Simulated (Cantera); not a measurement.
# Thermodynamics of halide evaporation, hydrolysis and transport, feed MgCl2 + O2 + H2

Input: 1 mol MgCl2, a varied amount of O2, 7.9 mol H2, at 85.0 Pa.

Cantera equilibrium calculation (NASA polynomials, part measured and part estimated; ideal gas, pure solids and liquids). Candidate condensed phases: H2O, Mg, MgCl2, MgO, Mg(OH)2; 22 gas species. The numbers say what is thermodynamically allowed, not how fast it happens.

Stable condensed phases:

```
T in K \ n(O2) in mol
         0.42  0.9  1.4  1.9  2.3  2.8  3.3  3.8  4.2
   2223     A    A    A    A    A    A    A    B    B
   2123     A    A    A    B    B    B    B    B    B
   2023     A    B    B    B    B    B    B    B    B
   1923     B    B    B    B    B    B    B    B    B
   1823     B    B    B    B    B    B    B    B    B
   1723     B    B    B    B    B    B    B    B    B
   1623     B    B    B    B    B    B    B    B    B
   1523     B    B    B    B    B    B    B    B    B
   1423     B    B    B    B    B    B    B    B    B
   1323     B    B    B    B    B    B    B    B    B
   1223     B    B    B    B    B    B    B    B    B
   1123     B    B    B    B    B    B    B    B    B
   1023     B    B    B    B    B    B    B    B    B
```

A: gas only; B: MgO.
